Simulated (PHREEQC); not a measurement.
Make-up at 40 °C: 0.078 mol/kgw NH4HS. Closed to the air; pH follows from the charge balance.

All values are PHREEQC results (ion-association model, wateq4f.dat), not measurements.

Precipitation was switched off in this run.

### Question
Predict the pH, ionic strength.

### Answer
pH 7.78; ionic strength 0.0726 mol/kgw.

### Question
In which forms is N present?

### Answer
NH4+ 93 %, NH3 7.0 % of the N.

Constants without temperature data keep their 25 °C values here. The polysulfide entries of wateq4f.dat were taken out for this run.
